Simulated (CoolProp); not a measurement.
Saturation properties of CHF3 (R23) (Tc = 26.1 °C, pc = 4.832 MPa, ω = 0.263).

The numbers come from the reference Helmholtz-energy equation of state, Penoncello 2003 in CoolProp.

```json
[
 {"T (°C)": "-105.35", "p (MPa)": "0.02108", "liquid density (kg/m³)": "1532", "enthalpy of vaporisation (kJ/kg)": "257.4", "surface tension (mN/m)": "21.3", "vapour viscosity (µPa s)": "8.19", "liquid conductivity (mW/(m K))": "159"},
 {"T (°C)": "-91.75", "p (MPa)": "0.05573", "liquid density (kg/m³)": "1482", "enthalpy of vaporisation (kJ/kg)": "247.1", "surface tension (mN/m)": "18.7", "vapour viscosity (µPa s)": "8.94", "liquid conductivity (mW/(m K))": "144"},
 {"T (°C)": "-78.05", "p (MPa)": "0.1268", "liquid density (kg/m³)": "1430", "enthalpy of vaporisation (kJ/kg)": "236.1", "surface tension (mN/m)": "16.1", "vapour viscosity (µPa s)": "9.69", "liquid conductivity (mW/(m K))": "132"},
 {"T (°C)": "-64.35", "p (MPa)": "0.2551", "liquid density (kg/m³)": "1376", "enthalpy of vaporisation (kJ/kg)": "224.1", "surface tension (mN/m)": "13.5", "vapour viscosity (µPa s)": "10.4", "liquid conductivity (mW/(m K))": "121"},
 {"T (°C)": "-50.65", "p (MPa)": "0.4664", "liquid density (kg/m³)": "1318", "enthalpy of vaporisation (kJ/kg)": "210.7", "surface tension (mN/m)": "11.0", "vapour viscosity (µPa s)": "11.2", "liquid conductivity (mW/(m K))": "111"},
 {"T (°C)": "-36.95", "p (MPa)": "0.7899", "liquid density (kg/m³)": "1255", "enthalpy of vaporisation (kJ/kg)": "195.4", "surface tension (mN/m)": "8.62", "vapour viscosity (µPa s)": "12.0", "liquid conductivity (mW/(m K))": "102"},
 {"T (°C)": "-23.35", "p (MPa)": "1.255", "liquid density (kg/m³)": "1185", "enthalpy of vaporisation (kJ/kg)": "177.8", "surface tension (mN/m)": "6.32", "vapour viscosity (µPa s)": "12.9", "liquid conductivity (mW/(m K))": "93.9"},
 {"T (°C)": "-9.65", "p (MPa)": "1.905", "liquid density (kg/m³)": "1104", "enthalpy of vaporisation (kJ/kg)": "156.3", "surface tension (mN/m)": "4.15", "vapour viscosity (µPa s)": "13.9", "liquid conductivity (mW/(m K))": "85.2"},
 {"T (°C)": "4.05", "p (MPa)": "2.780", "liquid density (kg/m³)": "1002", "enthalpy of vaporisation (kJ/kg)": "128.6", "surface tension (mN/m)": "2.19", "vapour viscosity (µPa s)": "15.5", "liquid conductivity (mW/(m K))": "75.5"},
 {"T (°C)": "17.75", "p (MPa)": "3.938", "liquid density (kg/m³)": "852.9", "enthalpy of vaporisation (kJ/kg)": "86.95", "surface tension (mN/m)": "0.587", "vapour viscosity (µPa s)": "18.5", "liquid conductivity (mW/(m K))": "63.0"}
]
```

It boils at -82.0 °C under 1 atm.

Viscosity comes from a separate model (Shan 2000). Thermal conductivity comes from a separate model (Shan 2000). Surface tension comes from a separate correlation (Mulero 2012).
